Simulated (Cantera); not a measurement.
A closed system holds: 1 mol Si, 2.2 mol O2, 1.7 mol N2, 0.0016 mol H2O, held at 150000 Pa.

Equilibrium computed with Cantera from the NASA thermochemical tables; the gas is ideal and each condensed phase is pure. Candidate condensed phases: H2O, Si, SiO2, Si2N2O, Si3N4; 35 gas species. The tables hold silica as quartz up to 1696 K and as liquid above; real silica turns to tridymite and cristobalite and melts near 1996 K. Rates play no part.

log p: log10 of the partial pressure in bar; n: condensed amount in mol.

```json
[
 {"T (K)": "1348", "log p N2": "-0.06", "log p O2": "-0.21", "log p NO": "-3.01", "log p O": "?", "log p H2O": "-3.08", "n SiO2(β-quartz)": "1.00", "n SiO2(condensed)": "0", "n SiO2(l)": "0"},
 {"T (K)": "1423", "log p N2": "-0.06", "log p O2": "-0.21", "log p NO": "-2.83", "log p O": "?", "log p H2O": "-3.08", "n SiO2(β-quartz)": "1.00", "n SiO2(condensed)": "0", "n SiO2(l)": "0"},
 {"T (K)": "1498", "log p N2": "-0.06", "log p O2": "-0.21", "log p NO": "-2.66", "log p O": "?", "log p H2O": "-3.08", "n SiO2(β-quartz)": "1.00", "n SiO2(condensed)": "0", "n SiO2(l)": "0"},
 {"T (K)": "1573", "log p N2": "-0.06", "log p O2": "-0.21", "log p NO": "-2.51", "log p O": "?", "log p H2O": "-3.09", "n SiO2(β-quartz)": "1.00", "n SiO2(condensed)": "0", "n SiO2(l)": "0"},
 {"T (K)": "1648", "log p N2": "-0.06", "log p O2": "-0.21", "log p NO": "-2.37", "log p O": "?", "log p H2O": "-3.09", "n SiO2(β-quartz)": "1.00", "n SiO2(condensed)": "0", "n SiO2(l)": "0"},
 {"T (K)": "1723", "log p N2": "-0.06", "log p O2": "-0.21", "log p NO": "-2.24", "log p O": "?", "log p H2O": "-3.10", "n SiO2(β-quartz)": "0", "n SiO2(condensed)": "1.00", "n SiO2(l)": "0"},
 {"T (K)": "1798", "log p N2": "-0.06", "log p O2": "-0.21", "log p NO": "-2.13", "log p O": "?", "log p H2O": "-3.10", "n SiO2(β-quartz)": "0", "n SiO2(condensed)": "1.00", "n SiO2(l)": "0"},
 {"T (K)": "1873", "log p N2": "-0.06", "log p O2": "-0.21", "log p NO": "-2.02", "log p O": "?", "log p H2O": "-3.12", "n SiO2(β-quartz)": "0", "n SiO2(condensed)": "1.00", "n SiO2(l)": "0"},
 {"T (K)": "1948", "log p N2": "-0.06", "log p O2": "-0.21", "log p NO": "-1.92", "log p O": "?", "log p H2O": "-3.13", "n SiO2(β-quartz)": "0", "n SiO2(condensed)": "1.00", "n SiO2(l)": "0"},
 {"T (K)": "2023", "log p N2": "-0.06", "log p O2": "-0.21", "log p NO": "-1.83", "log p O": "?", "log p H2O": "-3.15", "n SiO2(β-quartz)": "0", "n SiO2(condensed)": "0", "n SiO2(l)": "1.000"},
 {"T (K)": "2098", "log p N2": "-0.06", "log p O2": "-0.21", "log p NO": "-1.75", "log p O": "?", "log p H2O": "-3.18", "n SiO2(β-quartz)": "0", "n SiO2(condensed)": "0", "n SiO2(l)": "1.000"}
]
```

Question: Complete the blanks.

Answer: 
- 1348, log p O: -6.49
- 1423, log p O: -5.97
- 1498, log p O: -5.51
- 1573, log p O: -5.09
- 1648, log p O: -4.70
- 1723, log p O: -4.35
- 1798, log p O: -4.03
- 1873, log p O: -3.73
- 1948, log p O: -3.46
- 2023, log p O: -3.21
- 2098, log p O: -2.97
